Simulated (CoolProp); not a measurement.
Computed with CoolProp (reference Helmholtz-energy equation of state, Zhou 2011).

Question: For dimethyl carbonate, give the phase and the speed of sound (m/s) at 532.5 K and 1.01 bar; 585 K and 1.01 bar.

Answer: 
- 532.5 K and 1.01 bar: gas; speed of sound 226
- 585 K and 1.01 bar: gas; speed of sound 237
